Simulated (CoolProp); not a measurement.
Model: reference Helmholtz-energy equation of state, Thol 2012, in CoolProp.

Task: For benzene, give the phase and the speed of sound (m/s), Prandtl number at 310.75 °C and 4 MPa.

Result: 
- 310.75 °C and 4 MPa: gas; speed of sound 184, Prandtl number 0.862

Viscosity comes from a separate model (Avgeri 2014). Thermal conductivity comes from a separate model (Assael 2012).
